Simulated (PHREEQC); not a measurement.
Consider water at 55 °C with 2.5 mol/kgw KCl, 0.017 mol/kgw K2SO4 and 9.9e-05 mol/kgw H4SiO4. Closed to the air; pH follows from the charge balance.

All values are PHREEQC results (Pitzer model, pitzer.dat), not measurements.

### Question
The ionic strength comes out as 2.55 mol/kgw. What activity coefficients do K+, SO4-2, Cl- get?

### Answer
K+ 0.58, SO4-2 0.033, Cl- 0.58. Single-ion values are on the MacInnes scale.

This is a speciation only: nothing precipitates in the calculation. In brines, pH and single-ion activities rest on the MacInnes convention. Away from 25 °C the constants follow the database's enthalpies or fits; those with neither stay at their 25 °C values.
